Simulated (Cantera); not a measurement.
A Cantera script and what it prints.

```python
import numpy as np
import cantera as ct

gas_names = """
    H HNO HNO2 HNO3 HO2 H2 H2O H2O2 H2S H2SO4 N NH NH2 NH3 NH2OH NO NO2 NO3 N2 N2H2 N2H4 N2O O OH O2 O3
    S SH SN SO SO2 SO3 S2 S2O S8
""".split()
cond_names = """
    H2O(s) H2O(L) H2SO4(L) S(cr1) S(cr2) S(L)
""".split()


# ... load() reads the species with a 1 bar reference pressure and builds the phases ...
atoms = {
    'H2O': {'H': 2, 'O': 1},
    'SO2': {'S': 1, 'O': 2},
    'N2': {'N': 2},
}
top_T = {}  # K; cautious upper limits of use, not melting points


# ... equilibrate(T, P, feed) seeds the gas with the atoms and calls Mixture.equilibrate('TP', solver="vcs", rtol=1e-11, max_steps=5000) ...
results = []
T = 3350  # K
P = 10000  # Pa
for m in [0.23, 0.37, 0.6, 0.97, 1.6, 2.6, 4.2, 6.9, 11, 18]:
    feed = {'H2O': 1, 'SO2': 0.0043, 'N2': m}  # mol
    mix = equilibrate(T, P, feed)
    results.append((T, P, feed, dict(zip(mix.species_names, mix.species_moles))))
    x = sorted(zip(gas.X, gas.species_names), reverse=True)
    print(f"T = {T:g} K  P = {P:g} Pa  n(N2) = {m:g} mol  gas = {mix.phase_moles(0):.4g} mol")
    print("   x: " + "  ".join(f"{s} {v:.3e}" for v, s in x if v > 1e-06))
    print("   condensed (mol): " + ("  ".join(f"{mix.phase(i).name} {mix.phase_moles(i):.4g}"
          for i in range(1, mix.n_phases) if mix.phase_moles(i) > 1e-12) or "none"))
```

Output:

```
T = 3350 K  P = 10000 Pa  n(N2) = 0.23 mol  gas = 2.439 mol
   x: H 4.263e-01  O 1.984e-01  H2 1.060e-01  N2 8.941e-02  OH 8.352e-02  H2O 4.918e-02  O2 3.571e-02  NO 9.697e-03  SO 8.721e-04  S 6.124e-04  SO2 2.356e-04  N 9.954e-05  SH 4.188e-05  HO2 7.850e-06  NH 2.955e-06
   condensed (mol): none
T = 3350 K  P = 10000 Pa  n(N2) = 0.37 mol  gas = 2.6 mol
   x: H 4.097e-01  O 1.897e-01  N2 1.365e-01  H2 9.791e-02  OH 7.677e-02  H2O 4.345e-02  O2 3.266e-02  NO 1.146e-02  SO 8.098e-04  S 5.946e-04  SO2 2.092e-04  N 1.230e-04  SH 3.909e-05  HO2 6.900e-06  NH 3.510e-06
   condensed (mol): none
T = 3350 K  P = 10000 Pa  n(N2) = 0.6 mol  gas = 2.861 mol
   x: H 3.857e-01  N2 2.031e-01  O 1.775e-01  H2 8.676e-02  OH 6.761e-02  H2O 3.603e-02  O2 2.859e-02  NO 1.307e-02  SO 7.236e-04  S 5.679e-04  SO2 1.749e-04  N 1.500e-04  SH 3.515e-05  HO2 5.686e-06  NH 4.029e-06
   condensed (mol): none
T = 3350 K  P = 10000 Pa  n(N2) = 0.97 mol  gas = 3.276 mol
   x: H 3.534e-01  N2 2.889e-01  O 1.615e-01  H2 7.284e-02  OH 5.638e-02  H2O 2.753e-02  O2 2.368e-02  NO 1.419e-02  SO 6.154e-04  S 5.307e-04  N 1.789e-04  SO2 1.354e-04  SH 3.009e-05  NH 4.404e-06  HO2 4.315e-06
   condensed (mol): none
T = 3350 K  P = 10000 Pa  n(N2) = 1.6 mol  gas = 3.967 mol
   x: N2 3.959e-01  H 3.109e-01  O 1.410e-01  H2 5.636e-02  OH 4.330e-02  H2O 1.860e-02  O2 1.805e-02  NO 1.451e-02  SO 4.858e-04  S 4.798e-04  N 2.095e-04  SO2 9.331e-05  SH 2.394e-05  NH 4.535e-06  HO2 2.894e-06
   condensed (mol): none
T = 3350 K  P = 10000 Pa  n(N2) = 2.6 mol  gas = 5.041 mol
   x: N2 5.087e-01  H 2.630e-01  O 1.184e-01  H2 4.033e-02  OH 3.075e-02  NO 1.381e-02  O2 1.272e-02  H2O 1.117e-02  S 4.199e-04  SO 3.570e-04  N 2.374e-04  SO2 5.756e-05  SH 1.772e-05  NH 4.348e-06  HO2 1.725e-06
   condensed (mol): none
T = 3350 K  P = 10000 Pa  n(N2) = 4.2 mol  gas = 6.724 mol
   x: N2 6.184e-01  H 2.128e-01  O 9.515e-02  H2 2.642e-02  OH 2.000e-02  NO 1.223e-02  O2 8.215e-03  H2O 5.880e-03  S 3.538e-04  N 2.618e-04  SO 2.416e-04  SO2 3.131e-05  SH 1.208e-05  NH 3.880e-06
   condensed (mol): none
T = 3350 K  P = 10000 Pa  n(N2) = 6.9 mol  gas = 9.513 mol
   x: N2 7.201e-01  H 1.626e-01  O 7.218e-02  H2 1.542e-02  OH 1.159e-02  NO 1.001e-02  O2 4.727e-03  H2O 2.603e-03  S 2.830e-04  N 2.825e-04  SO 1.466e-04  SO2 1.441e-05  SH 7.383e-06  NH 3.198e-06
   condensed (mol): none
T = 3350 K  P = 10000 Pa  n(N2) = 11 mol  gas = 13.69 mol
   x: N2 7.993e-01  H 1.206e-01  O 5.324e-02  H2 8.486e-03  NO 7.780e-03  OH 6.342e-03  O2 2.572e-03  H2O 1.057e-03  N 2.976e-04  S 2.194e-04  SO 8.386e-05  SO2 6.079e-06  SH 4.247e-06  NH 2.500e-06
   condensed (mol): none
T = 3350 K  P = 10000 Pa  n(N2) = 18 mol  gas = 20.77 mol
   x: N2 8.638e-01  H 8.424e-02  O 3.699e-02  NO 5.619e-03  H2 4.138e-03  OH 3.077e-03  O2 1.241e-03  H2O 3.580e-04  N 3.094e-04  S 1.600e-04  SO 4.248e-05  SH 2.162e-06  SO2 2.139e-06  NH 1.815e-06
   condensed (mol): none
```

These are equilibrium values from Cantera (NASA tables, ideal gas, pure condensed phases), not measurements of a reactor.
